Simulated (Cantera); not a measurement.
A closed system holds: 1 mol HF, 2 mol O2, 0.22 mol N2, held at 14.0 mbar.

These are equilibrium values from Cantera (NASA tables, ideal gas, pure condensed phases), not measurements of a reactor. Candidate condensed phases: H2O; 40 gas species. The numbers say what is thermodynamically allowed, not how fast it happens.

Task: At 1527 °C, list the 7 most abundant gas species with their mole fractions, and the condensed phases.

Result: O2 0.619, HF 0.310, N2 0.0672, NO 0.00208, O 0.000809, F 0.000480, H2O 0.000183. Condensed: gas only.
